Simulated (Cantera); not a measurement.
A diamond (100) surface in a fixed gas of H2 with x(CH4) = 0.01, x(H) = 0.00055, x(CH3) = 0.00037, 0.0570 bar; coverages are run to steady state.

Computed with Cantera and the Harris–Goodwin 1993 mechanism for the reconstructed diamond (100) surface.

One state of this run: growth (µm/h) = 1.85; θ c6HH = 0.484; θ c6H* = 0.0332; θ c6*H = 0.446; θ c6** = 0.0154; θ c6HM = 0.0105. θ: site fractions in the mechanism's names (c6HH fully hydrogenated, c6H* and c6*H radical sites, c6** diradical, c6HM methylated).

Problem. Which value of T (K) does it belong to?
(A) 1400
(B) 950
(C) 1175
(D) 1325

Solution. C, 1175
